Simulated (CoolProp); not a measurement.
Vapour-liquid equilibrium of R134a (1) + R245fa (2) at 0.00567 MPa; x and y are mole fractions of (1).

Computed with CoolProp (multi-fluid Helmholtz-energy mixture model, Tillner-Roth 1994 and Akasaka 2015; pair parameters Akasaka 2014).

```
x     bubble temperature (°C)  y at the bubble point  dew temperature at overall composition x (°C)  liquid density (mol/L)
----  -----------------------  ---------------------  ---------------------------------------------  ----------------------
0.05                      ___                  0.338                                          -41.1                   11.43
0.15                    -53.1                  0.657                                          -42.6                   11.81
0.25                    -58.2                    ___                                          -44.2                   12.17
0.35                    -62.0                    ___                                          -45.9                     ___
0.45                    -64.9                  0.915                                          -47.9                   12.84
0.55                    -67.3                  0.943                                          -50.2                     ___
0.65                    -69.3                  0.963                                          -52.9                     ___
0.75                    -71.0                    ___                                          -56.3                   13.87
0.85                    -72.6                  0.988                                          -60.8                     ___
0.95                    -73.9                  0.997                                          -67.9                   14.63
```

Task: Fill in the missing entries.

Result: 
- 0.05, bubble temperature (°C): -45.7
- 0.25, y at the bubble point: 0.797
- 0.35, y at the bubble point: 0.871
- 0.35, liquid density (mol/L): 12.51
- 0.55, liquid density (mol/L): 13.17
- 0.65, liquid density (mol/L): 13.52
- 0.75, y at the bubble point: 0.978
- 0.85, liquid density (mol/L): 14.24

No azeotrope shows between x = 0.05 and 0.95.

Pair parameters are fitted to limited data, so mixtures are less certain than the pure fluids.
